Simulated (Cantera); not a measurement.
Cantera run:

```python
import numpy as np
import cantera as ct

gas_names = """
    Cr CrO CrO2 CrO3 H HO2 H2 H2O H2O2 O OH O2 O3
""".split()
cond_names = """
    Cr(cr) Cr(L) Cr2O3(s) Cr2O3(L) H2O(s) H2O(L)
""".split()


# ... load() reads the species with a 1 bar reference pressure and builds the phases ...
atoms = {
    'Cr2O3': {'Cr': 2, 'O': 3},
    'H2': {'H': 2},
}
top_T = {}  # K; cautious upper limits of use, not melting points


# ... equilibrate(T, P, feed) seeds the gas with the atoms and calls Mixture.equilibrate('TP', solver="vcs", rtol=1e-11, max_steps=5000) ...
results = []
feed = {'Cr2O3': 1, 'H2': 0.33}  # mol
for P in [10, 32, 100, 320, 1000, 3200, 10000, 32000, 100000, 320000, 1000000]:
    for T in [875, 975, 1075, 1175, 1275, 1375, 1475, 1575, 1675, 1775]:
        mix = equilibrate(T, P, feed)
        results.append((T, P, feed, dict(zip(mix.species_names, mix.species_moles))))

for T, P, feed, n in results:
    print(f"{T:7g} {P:10.4g}  " + (" + ".join(c for c in cond_names if n.get(c, 0) > 1e-12) or "gas only"))
```

Output:

```
    875         10  Cr(cr) + Cr2O3(s)
    975         10  Cr(cr) + Cr2O3(s)
   1075         10  Cr(cr) + Cr2O3(s)
   1175         10  Cr(cr) + Cr2O3(s)
   1275         10  Cr(cr) + Cr2O3(s)
   1375         10  Cr2O3(s)
   1475         10  Cr2O3(s)
   1575         10  Cr2O3(s)
   1675         10  Cr2O3(s)
   1775         10  Cr2O3(s)
    875         32  Cr(cr) + Cr2O3(s)
    975         32  Cr(cr) + Cr2O3(s)
   1075         32  Cr(cr) + Cr2O3(s)
   1175         32  Cr(cr) + Cr2O3(s)
   1275         32  Cr(cr) + Cr2O3(s)
   1375         32  Cr(cr) + Cr2O3(s)
   1475         32  Cr2O3(s)
   1575         32  Cr2O3(s)
   1675         32  Cr2O3(s)
   1775         32  Cr2O3(s)
    875        100  Cr(cr) + Cr2O3(s)
    975        100  Cr(cr) + Cr2O3(s)
   1075        100  Cr(cr) + Cr2O3(s)
   1175        100  Cr(cr) + Cr2O3(s)
   1275        100  Cr(cr) + Cr2O3(s)
   1375        100  Cr(cr) + Cr2O3(s)
   1475        100  Cr(cr) + Cr2O3(s)
   1575        100  Cr2O3(s)
   1675        100  Cr2O3(s)
   1775        100  Cr2O3(s)
    875        320  Cr(cr) + Cr2O3(s)
    975        320  Cr(cr) + Cr2O3(s)
   1075        320  Cr(cr) + Cr2O3(s)
   1175        320  Cr(cr) + Cr2O3(s)
   1275        320  Cr(cr) + Cr2O3(s)
   1375        320  Cr(cr) + Cr2O3(s)
   1475        320  Cr(cr) + Cr2O3(s)
   1575        320  Cr(cr) + Cr2O3(s)
   1675        320  Cr2O3(s)
   1775        320  Cr2O3(s)
    875       1000  Cr(cr) + Cr2O3(s)
    975       1000  Cr(cr) + Cr2O3(s)
   1075       1000  Cr(cr) + Cr2O3(s)
   1175       1000  Cr(cr) + Cr2O3(s)
   1275       1000  Cr(cr) + Cr2O3(s)
   1375       1000  Cr(cr) + Cr2O3(s)
   1475       1000  Cr(cr) + Cr2O3(s)
   1575       1000  Cr(cr) + Cr2O3(s)
   1675       1000  Cr(cr) + Cr2O3(s)
   1775       1000  Cr2O3(s)
    875       3200  Cr(cr) + Cr2O3(s)
    975       3200  Cr(cr) + Cr2O3(s)
   1075       3200  Cr(cr) + Cr2O3(s)
   1175       3200  Cr(cr) + Cr2O3(s)
   1275       3200  Cr(cr) + Cr2O3(s)
   1375       3200  Cr(cr) + Cr2O3(s)
   1475       3200  Cr(cr) + Cr2O3(s)
   1575       3200  Cr(cr) + Cr2O3(s)
   1675       3200  Cr(cr) + Cr2O3(s)
   1775       3200  Cr(cr) + Cr2O3(s)
    875      1e+04  Cr(cr) + Cr2O3(s)
    975      1e+04  Cr(cr) + Cr2O3(s)
   1075      1e+04  Cr(cr) + Cr2O3(s)
   1175      1e+04  Cr(cr) + Cr2O3(s)
   1275      1e+04  Cr(cr) + Cr2O3(s)
   1375      1e+04  Cr(cr) + Cr2O3(s)
   1475      1e+04  Cr(cr) + Cr2O3(s)
   1575      1e+04  Cr(cr) + Cr2O3(s)
   1675      1e+04  Cr(cr) + Cr2O3(s)
   1775      1e+04  Cr(cr) + Cr2O3(s)
    875    3.2e+04  Cr(cr) + Cr2O3(s)
    975    3.2e+04  Cr(cr) + Cr2O3(s)
   1075    3.2e+04  Cr(cr) + Cr2O3(s)
   1175    3.2e+04  Cr(cr) + Cr2O3(s)
   1275    3.2e+04  Cr(cr) + Cr2O3(s)
   1375    3.2e+04  Cr(cr) + Cr2O3(s)
   1475    3.2e+04  Cr(cr) + Cr2O3(s)
   1575    3.2e+04  Cr(cr) + Cr2O3(s)
   1675    3.2e+04  Cr(cr) + Cr2O3(s)
   1775    3.2e+04  Cr(cr) + Cr2O3(s)
    875      1e+05  Cr(cr) + Cr2O3(s)
    975      1e+05  Cr(cr) + Cr2O3(s)
   1075      1e+05  Cr(cr) + Cr2O3(s)
   1175      1e+05  Cr(cr) + Cr2O3(s)
   1275      1e+05  Cr(cr) + Cr2O3(s)
   1375      1e+05  Cr(cr) + Cr2O3(s)
   1475      1e+05  Cr(cr) + Cr2O3(s)
   1575      1e+05  Cr(cr) + Cr2O3(s)
   1675      1e+05  Cr(cr) + Cr2O3(s)
   1775      1e+05  Cr(cr) + Cr2O3(s)
    875    3.2e+05  Cr(cr) + Cr2O3(s)
    975    3.2e+05  Cr(cr) + Cr2O3(s)
   1075    3.2e+05  Cr(cr) + Cr2O3(s)
   1175    3.2e+05  Cr(cr) + Cr2O3(s)
   1275    3.2e+05  Cr(cr) + Cr2O3(s)
   1375    3.2e+05  Cr(cr) + Cr2O3(s)
   1475    3.2e+05  Cr(cr) + Cr2O3(s)
   1575    3.2e+05  Cr(cr) + Cr2O3(s)
   1675    3.2e+05  Cr(cr) + Cr2O3(s)
   1775    3.2e+05  Cr(cr) + Cr2O3(s)
    875      1e+06  Cr(cr) + Cr2O3(s)
    975      1e+06  Cr(cr) + Cr2O3(s)
   1075      1e+06  Cr(cr) + Cr2O3(s)
   1175      1e+06  Cr(cr) + Cr2O3(s)
   1275      1e+06  Cr(cr) + Cr2O3(s)
   1375      1e+06  Cr(cr) + Cr2O3(s)
   1475      1e+06  Cr(cr) + Cr2O3(s)
   1575      1e+06  Cr(cr) + Cr2O3(s)
   1675      1e+06  Cr(cr) + Cr2O3(s)
   1775      1e+06  Cr(cr) + Cr2O3(s)
```

Method: chemical equilibrium by Gibbs-energy minimisation in Cantera with the NASA 1993 tables (ideal gas, pure condensed phases). Mutual solubility and eutectic melting of coexisting phases are not modelled.
